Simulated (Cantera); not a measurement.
An isothermal, constant-pressure homogeneous reactor starts with C₃H₈ : H₂ = 1 : 1.9 (molar parts), at 1600 K and 36.0 Torr. Integrator tolerance rtol = 1e-08.

Model: GRI-Mech 3.0 (53 species, 325 reactions), integrated in Cantera. GRI-Mech 3.0 was tuned for natural gas; its chemistry of propane as a main component is partial and can be far from experiment. GRI-Mech 3.0 stops at C3 and has no aromatics, soot or wall deposition, so with more carbon than oxygen in the feed, carbon stays in small species such as C2H2 where larger ones or solid carbon would form. Radical loss at walls, strong at low pressure, is not modelled.

What does this change do: temperature 1600 to 1275 K?


```json
[
 {"quantity": "x(C₃H₈) at 20.0 s", "before": "1.41e-11 (gas-phase equilibrium 1.20e-11)", "after": "3.83e-8 (gas-phase equilibrium 4.03e-8)"},
 {"quantity": "x(H₂) at 20.0 s", "before": "0.741 (gas-phase equilibrium 0.742)", "after": "0.600 (gas-phase equilibrium 0.623)"},
 {"quantity": "x(CH₂) at 20.0 s", "before": "8.60e-9 (gas-phase equilibrium 7.57e-9)", "after": "2.93e-11 (gas-phase equilibrium 3.26e-11)"},
 {"quantity": "x(C₂H₄) at 20.0 s", "before": "0.000991 (gas-phase equilibrium 0.000992)", "after": "0.0227 (gas-phase equilibrium 0.0236)"},
 {"quantity": "x(CH₄) at 20.0 s", "before": "0.00543 (gas-phase equilibrium 0.00475)", "after": "0.186 (gas-phase equilibrium 0.155)"},
 {"quantity": "x(C₂H₆) at 20.0 s", "before": "1.73e-7 (gas-phase equilibrium 1.49e-7)", "after": "4.53e-5 (gas-phase equilibrium 4.61e-5)"},
 {"quantity": "x(CH₃) at 20.0 s", "before": "3.20e-5 (gas-phase equilibrium 2.80e-5)", "after": "1.35e-5 (gas-phase equilibrium 1.30e-5)"}
]
```

What does this change do: temperature 1600 to 1500 K?


| quantity | before | after |
|---|---|---|
| x(C₃H₈) at 20.0 s | 1.41e-11 (gas-phase equilibrium 1.20e-11) | 4.21e-10 (gas-phase equilibrium 1.18e-10) |
| x(H₂) at 20.0 s | 0.741 (gas-phase equilibrium 0.742) | 0.718 (gas-phase equilibrium 0.735) |
| x(CH₂) at 20.0 s | 8.60e-9 (gas-phase equilibrium 7.57e-9) | 4.23e-9 (gas-phase equilibrium 1.91e-9) |
| x(C₂H₄) at 20.0 s | 0.000991 (gas-phase equilibrium 0.000992) | 0.00241 (gas-phase equilibrium 0.00248) |
| x(CH₄) at 20.0 s | 0.00543 (gas-phase equilibrium 0.00475) | 0.0356 (gas-phase equilibrium 0.0128) |
| x(C₂H₆) at 20.0 s | 1.73e-7 (gas-phase equilibrium 1.49e-7) | 2.77e-6 (gas-phase equilibrium 7.55e-7) |
| x(CH₃) at 20.0 s | 3.20e-5 (gas-phase equilibrium 2.80e-5) | 6.16e-5 (gas-phase equilibrium 2.44e-5) |
